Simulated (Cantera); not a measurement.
Input (Python, Cantera) and output of one run.

```python
import numpy as np
import cantera as ct

gas_names = """
    H HO2 H2 H2O H2O2 Li LiH LiO LiOH Li2 Li2O Li2O2 Li2O2H2 O OH O2 O3
""".split()
cond_names = """
    H2O(s) H2O(L) Li(cr) Li(L) LiH(s) LiH(L) LiOH(s) LiOH(L) Li2O(s) Li2O(L)
""".split()


# ... load() reads the species with a 1 bar reference pressure and builds the phases ...
atoms = {
    'LiOH': {'Li': 1, 'O': 1, 'H': 1},
    'H2': {'H': 2},
    'O2': {'O': 2},
}
top_T = {}  # K; cautious upper limits of use, not melting points


# ... equilibrate(T, P, feed) seeds the gas with the atoms and calls Mixture.equilibrate('TP', solver="vcs", rtol=1e-11, max_steps=5000) ...
results = []
feed = {'LiOH': 1, 'H2': 2.9, 'O2': 0.016}  # mol
T = 1325  # K
P = 2400  # Pa
mix = equilibrate(T, P, feed)
results.append((T, P, feed, dict(zip(mix.species_names, mix.species_moles))))
x = sorted(zip(gas.X, gas.species_names), reverse=True)
print(f"T = {T:g} K  P = {P:g} Pa  gas = {mix.phase_moles(0):.4g} mol")
print("   x: " + "  ".join(f"{s} {v:.3e}" for v, s in x if v > 1e-06))
print("   condensed (mol): " + ("  ".join(f"{mix.phase(i).name} {mix.phase_moles(i):.4g}"
      for i in range(1, mix.n_phases) if mix.phase_moles(i) > 1e-12) or "none"))
```

Output:

```
T = 1325 K  P = 2400 Pa  gas = 3.42 mol
   x: H2 8.385e-01  H2O 1.497e-01  LiOH 1.165e-02  Li 1.150e-04  Li2O2H2 5.596e-05  H 9.666e-06  LiH 1.250e-06  Li2O 1.148e-06
   condensed (mol): Li2O(s) 0.4797
```

Cantera equilibrium calculation (NASA polynomials, part measured and part estimated; ideal gas, pure solids and liquids).
